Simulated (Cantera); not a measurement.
# Carbon deposition, reforming and gasification: toluene + H2 + N2 + NH3

Feed: 1 mol toluene, 16 mol H2, 1.2 mol N2, 0.36 mol NH3, equilibrated at 1.00 Torr.

Equilibrium computed with Cantera from the NASA thermochemical tables; the gas is ideal and each condensed phase is pure. Candidate condensed phases: C, C6H6, C7H8, C8H18; 110 gas species. Ions and electrons are included (thermal ionisation). Rates play no part.

```json
[
 {"T (K)": "2500", "x H": "0.471", "x H2": "0.469", "x C": "0.000125", "x N": "1.64e-6", "x N2": "0.0422", "x C3": "0.000373", "x C2": "3.44e-5", "x HCN": "0.00996", "n C(graphite)": "6.31"},
 {"T (K)": "2750", "x H": "0.765", "x H2": "0.167", "x C": "0.00283", "x N": "1.16e-5", "x N2": "0.0308", "x C3": "0.0127", "x C2": "0.00122", "x HCN": "0.00895", "n C(graphite)": "4.36"},
 {"T (K)": "3000", "x H": "0.857", "x H2": "0.0392", "x C": "0.0203", "x N": "6.13e-5", "x N2": "0.0258", "x C3": "0.0357", "x C2": "0.00679", "x HCN": "0.00340", "n C(graphite)": "0"},
 {"T (K)": "3250", "x H": "0.862", "x H2": "0.00962", "x C": "0.0638", "x N": "0.000263", "x N2": "0.0241", "x C3": "0.0178", "x C2": "0.0102", "x HCN": "0.000848", "n C(graphite)": "0"},
 {"T (K)": "3500", "x H": "0.841", "x H2": "0.00270", "x C": "0.114", "x N": "0.000935", "x N2": "0.0238", "x C3": "0.00293", "x C2": "0.00641", "x HCN": "0.000171", "n C(graphite)": "0"},
 {"T (K)": "3750", "x H": "0.833", "x H2": "0.000920", "x C": "0.132", "x N": "0.00285", "x N2": "0.0241", "x C3": "0.000212", "x C2": "0.00212", "x HCN": "3.07e-5", "n C(graphite)": "0"},
 {"T (K)": "4000", "x H": "0.829", "x H2": "0.000361", "x C": "0.137", "x N": "0.00733", "x N2": "0.0227", "x C3": "1.60e-5", "x C2": "0.000669", "x HCN": "6.04e-6", "n C(graphite)": "0"},
 {"T (K)": "4250", "x H": "0.825", "x H2": "0.000157", "x C": "0.138", "x N": "0.0158", "x N2": "0.0190", "x C3": "1.53e-6", "x C2": "0.000231", "x HCN": "1.32e-6", "n C(graphite)": "0"},
 {"T (K)": "4500", "x H": "0.819", "x H2": "7.48e-5", "x C": "0.138", "x N": "0.0281", "x N2": "0.0130", "x C3": "1.85e-7", "x C2": "8.79e-5", "x HCN": "3.02e-7", "n C(graphite)": "0"},
 {"T (K)": "4750", "x H": "0.814", "x H2": "3.84e-5", "x C": "0.138", "x N": "0.0405", "x N2": "0.00686", "x C3": "2.76e-8", "x C2": "3.68e-5", "x HCN": "6.93e-8", "n C(graphite)": "0"},
 {"T (K)": "5000", "x H": "0.810", "x H2": "2.11e-5", "x C": "0.137", "x N": "0.0485", "x N2": "0.00286", "x C3": "4.97e-9", "x C2": "1.67e-5", "x HCN": "1.58e-8", "n C(graphite)": "0"}
]
```
x: gas mole fraction; n: condensed amount in mol.

From 2500 K to 2750 K the condensed part is C(graphite). From 3000 K to 5000 K nothing is condensed. The main C-bearing gas is C2H2 (acetylene) at 2500 K and C at 5000 K.
